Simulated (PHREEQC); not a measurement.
A column of 0.5 m (40 cells, dispersivity 0.025 m, 3600 s a shift, diffusion coefficient 3e-10 m²/s) holds 0.027 eq of the database's cation exchanger X per kg of pore water, first in equilibrium with 0.001 mol KBr, 0.087 mol NaCl, 0.01 mol MnCl2 and 1e-05 mol HCl per kg of water. It is flushed with 0.02 mol (NH4)2SO4 and 1e-05 mol HCl per kg of water, at 25 °C. Values are for the last cell. No CO2 enters from the air. Precipitation was switched off in this run.

Equilibrium calculation in PHREEQC: ion-association model, phreeqc.dat.

```tsv
pore volumes	NH4 in solution (mol/kgw)	S in solution (mol/kgw)	Br in solution (mol/kgw)	Na in solution (mol/kgw)
0	0	0	0.00100	0.0870
0.2625	3.13e-11	4.73e-8	0.00100	0.0870
0.3875	2.31e-7	2.44e-5	0.000999	0.0869
0.6375	0.000164	0.00191	0.000904	0.0816
0.7625	0.000729	0.00472	0.000764	0.0730
1.012	0.00416	0.0115	0.000423	0.0485
1.137	0.00719	0.0143	0.000285	0.0367
1.387	0.0149	0.0177	0.000113	0.0186
1.512	0.0189	0.0186	6.78e-5	0.0127
1.762	0.0259	0.0195	2.29e-5	0.00546
1.887	0.0286	0.0197	1.30e-5	0.00349
2.138	0.0326	0.0199	4.05e-6	0.00138
2.263	0.0340	0.0200	2.23e-6	0.000861
2.513	0.0361	0.0200	6.65e-7	0.000326
2.638	0.0368	0.0200	3.60e-7	0.000200
2.888	0.0379	0.0200	1.05e-7	7.39e-5
3.013	0.0383	0.0200	5.61e-8	4.47e-5
3.263	0.0389	0.0200	1.60e-8	1.63e-5
3.388	0.0391	0.0200	8.54e-9	9.79e-6
3.638	0.0394	0.0200	2.42e-9	3.52e-6
3.763	0.0395	0.0200	1.28e-9	2.11e-6
4.013	0.0397	0.0200	3.61e-10	7.52e-7
```
